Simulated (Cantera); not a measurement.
A closed system holds: 1 mol PbO, 4.2 mol H2, 0.26 mol H2O, held at 1700 K and 1.33 mbar.

Equilibrium computed with Cantera from the NASA thermochemical tables; the gas is ideal and each condensed phase is pure. Candidate condensed phases: H2O, Pb, PbO, PbO2, Pb3O4; 12 gas species. Rates play no part.

Base state: H2 0.584, H2O 0.230, Pb 0.183, H 0.00308, PbO 8.85e-5, OH 6.28e-5 (mole fractions); condensed: gas only.

Q: What changes in the equilibrium state with this change: pressure from 1.33 mbar to 0.810 bar?

A: 
```csv
species,before,after
H2,0.584,0.599
H2O,0.230,0.236
Pb,0.183,0.165
Pb2,4.24e-7,0.000211
OH,6.28e-5,2.58e-6
H,0.00308,0.000127
PbO,8.85e-5,8.00e-5
"Pb(l), mol",0,0.113
```
